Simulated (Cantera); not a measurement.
A closed system holds: 1 mol Ta2O5, 7.8 mol C, 0.59 mol CO, 2 mol CH4, held at 1.33 mbar.

These are equilibrium values from Cantera (NASA tables, ideal gas, pure condensed phases), not measurements of a reactor. Candidate condensed phases: C, C6H6, C7H8, C8H18, H2O, Ta, TaC, Ta2O5; 113 gas species. TaC: taken at fixed stoichiometry. Condensed phases not in the tables: Ta2C. The numbers say what is thermodynamically allowed, not how fast it happens. All values below are at 2423 K.

Base state: CO 0.513, H2 0.245, H 0.240, C2H2 (acetylene) 0.00189, C2H 0.000113, C3 0.000108, C 4.19e-5 (mole fractions); condensed: C(graphite) + TaC(s).

Task: What changes in the equilibrium state with this change: CH4 from 2 to 0.43 mol?

Result: 
| species | before | after |
|---|---|---|
| CO | 0.513 | 0.813 |
| H | 0.240 | 0.122 |
| H2 | 0.245 | 0.0635 |
| C2H2 (acetylene) | 0.00189 | 0.000491 |
| C2H | 0.000113 | 5.74e-5 |
| C3 | 0.000108 | 0.000108 |
| C(graphite), mol | 2.75 | 1.22 |
| TaC(s), mol | 2.00 | 2.00 |
